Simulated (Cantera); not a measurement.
A Cantera script and what it prints.

```python
import numpy as np
import cantera as ct

gas_names = """
    AL ALH ALN ALO ALOH ALO2 ALO2H AL2 AL2O AL2O2 H HALO HNO HNO2 HNO3 HO2 H2 H2O H2O2 N NH NH2 NH3
    NH2OH NO NO2 NO3 N2 N2H2 N2H4 N2O O OH O2 O3
""".split()
cond_names = """
    AL(cr) AL(L) ALN(s) AL2O3(a) AL2O3(L) H2O(s) H2O(L)
""".split()


# ... load() reads the species with a 1 bar reference pressure and builds the phases ...
atoms = {
    'AlN': {'AL': 1, 'N': 1},
    'H2O': {'H': 2, 'O': 1},
    'N2': {'N': 2},
}
top_T = {'ALN(s)': 2750}  # K; cautious upper limits of use, not melting points


# ... equilibrate(T, P, feed) seeds the gas with the atoms and calls Mixture.equilibrate('TP', solver="vcs", rtol=1e-11, max_steps=5000) ...
results = []
feed = {'AlN': 1, 'H2O': 2.5, 'N2': 0.052}  # mol
T = 748.15  # K
P = 1333.22  # Pa
mix = equilibrate(T, P, feed)
results.append((T, P, feed, dict(zip(mix.species_names, mix.species_moles))))
print(gas.report(threshold=1e-06))
for i in range(1, mix.n_phases):
    print(f"{mix.phase(i).name:16s} {mix.phase_moles(i):12.5e} mol")
```

It prints:

```
       temperature   748.15 K
          pressure   1333.2 Pa
           density   0.0025634 kg/m^3
  mean mol. weight   11.96 kg/kmol
   phase of matter   gas

                          1 kg             1 kmol
                     ---------------   ---------------
          enthalpy       -5.4422e+06       -6.5091e+07  J
   internal energy       -5.9623e+06       -7.1311e+07  J
           entropy             19560        2.3395e+05  J/K
    Gibbs function       -2.0076e+07       -2.4012e+08  J
 heat capacity c_p            2723.7             32576  J/K
 heat capacity c_v            2028.5             24261  J/K

                      mass frac. Y      mole frac. X     chem. pot. / RT
                     ---------------   ---------------   ---------------
                H2          0.082841           0.49147           -21.864
               H2O           0.49352           0.32766           -68.345
               NH3        1.4513e-05        1.0192e-05           -47.895
                N2           0.42362           0.18086             -30.2
     [  +31 minor]        1.4863e-13        1.7602e-12

AL(cr)            0.00000e+00 mol
ALN(s)            0.00000e+00 mol
AL2O3(a)          5.00000e-01 mol
```

Cantera equilibrium calculation (NASA polynomials, part measured and part estimated; ideal gas, pure solids and liquids).
